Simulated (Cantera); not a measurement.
An isothermal, constant-pressure homogeneous reactor starts with 48.7 % H2, 25.6 % O2, 25.6 % N2, at 1075 K and 1.00 bar.

Model: the H2/O2 subset of GRI-Mech 3.0, which has no nitrogen chemistry, integrated in Cantera. The temperature is held fixed by assumption; the heat of reaction is taken as removed at once.

x: mole fraction; the columns are a selection and need not sum to one.

| t (s) | x H2 | x O2 | x H | x HO2 | x O | x H2O | x H2O2 |
|---|---|---|---|---|---|---|---|
| 0.000100 | 0.141 | 0.0863 | 0.00375 | 0.000272 | ___ | 0.454 | 1.85e-5 |
| 0.000359 | 0.107 | 0.0692 | 4.79e-6 | 0.000133 | ___ | 0.503 | 0.000128 |
| 0.00129 | 0.104 | 0.0681 | 6.77e-6 | 0.000135 | ___ | 0.506 | 0.000186 |
| 0.00464 | 0.0939 | 0.0629 | 7.85e-6 | 0.000136 | ___ | 0.520 | 0.000205 |
| 0.0167 | 0.0658 | 0.0492 | 5.51e-6 | 0.000107 | ___ | 0.557 | 0.000128 |
| 0.0599 | 0.0259 | 0.0296 | 2.34e-6 | 5.94e-5 | ___ | 0.610 | 4.01e-5 |
| 0.215 | 0.00319 | 0.0185 | 2.84e-7 | 1.88e-5 | ___ | 0.640 | 4.10e-6 |
| 0.774 | 0.000176 | 0.0170 | 6.97e-9 | 2.37e-6 | ___ | 0.644 | 7.99e-8 |
| 2.78 | 3.46e-6 | 0.0170 | 1.12e-10 | 7.89e-8 | 5.41e-11 | 0.644 | 6.55e-10 |
| 10.0 | 3.67e-9 | 0.0169 | <1e-12 | 1.12e-9 | 1.55e-10 | 0.644 | 5.24e-10 |

Question: Complete the blanks.

Answer: 
- 0.000100, x O: 0.000569
- 0.000359, x O: 7.51e-7
- 0.00129, x O: 1.06e-6
- 0.00464, x O: 1.24e-6
- 0.0167, x O: 9.24e-7
- 0.0599, x O: 4.74e-7
- 0.215, x O: 8.70e-8
- 0.774, x O: 2.53e-9
